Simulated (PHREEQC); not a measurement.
0.029 g of hydrous ferric oxide (600 m²/g; 0.2 weak and 0.005 strong sites per Fe, Dzombak-Morel constants, diffuse double layer) in 1 kg of water with 0.005 mol/kgw of an inert sodium salt and 0.0013 mmol/kgw NaH2PO4 and 0.00065 mmol/kgw Na2HAsO4, at 25 °C; the pH is set by adding NaOH or the inert anion's acid. O2 is buffered at 0.21 atm. No CO2 enters from the air. Precipitation was switched off in this run.

Equilibrium calculation in PHREEQC: ion-association model, wateq4f.dat.

Problem. Predict surface charge σ (C/m²), surface potential ψ (mV) at pH = 4, 6.25, 8.5.

Solution. 
```json
[
 {"pH": "4", "surface charge σ (C/m²)": "0.173", "surface potential ψ (mV)": "191"},
 {"pH": "6.25", "surface charge σ (C/m²)": "0.026", "surface potential ψ (mV)": "96"},
 {"pH": "8.5", "surface charge σ (C/m²)": "-0.005", "surface potential ψ (mV)": "-27"}
]
```

Species that the database lacks are ignored. H3PO4, which wateq4f.dat lacks, is added to it with the constant of phreeqc.dat.
